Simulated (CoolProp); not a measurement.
A single-stage vapour-compression cycle with the fluid: evaporating at 252.15 K (dew point), condensing at 273.15 K (bubble point), superheat 10 K, subcooling 5 K, compressor efficiency 0.65, no pressure losses. The same conditions are run with several fluids, on thermodynamics alone (safety and materials aside).

Values from CoolProp's reference Helmholtz-energy equation of state of each fluid (R124: de Vries 1995; R11: Jacobsen 1992; C3F8 (R218): Lemmon 2006; isobutane: Bücker 2006; cis-2-butene: Lemmon 2005; ethylene: Smukala 2000).

```json
[
 {"fluid": "R124", "cooling COP": "7.46", "pressure ratio": "2.39", "discharge temperature (K)": "294.6", "refrigerating effect (kJ/kg)": "160", "volumetric capacity (kJ/m³)": "704"},
 {"fluid": "R11", "cooling COP": "7.48", "pressure ratio": "2.69", "discharge temperature (K)": "307.5", "refrigerating effect (kJ/kg)": "189", "volumetric capacity (kJ/m³)": "179"},
 {"fluid": "C3F8 (R218)", "cooling COP": "7.31", "pressure ratio": "2.11", "discharge temperature (K)": "282.0", "refrigerating effect (kJ/kg)": "90.2", "volumetric capacity (kJ/m³)": "1640"},
 {"fluid": "isobutane", "cooling COP": "7.49", "pressure ratio": "2.26", "discharge temperature (K)": "293.8", "refrigerating effect (kJ/kg)": "353", "volumetric capacity (kJ/m³)": "672"},
 {"fluid": "cis-2-butene", "cooling COP": "7.47", "pressure ratio": "2.48", "discharge temperature (K)": "303.6", "refrigerating effect (kJ/kg)": "417", "volumetric capacity (kJ/m³)": "386"},
 {"fluid": "ethylene", "cooling COP": "5.65", "pressure ratio": "1.66", "discharge temperature (K)": "303.5", "refrigerating effect (kJ/kg)": "265", "volumetric capacity (kJ/m³)": "11400"}
]
```
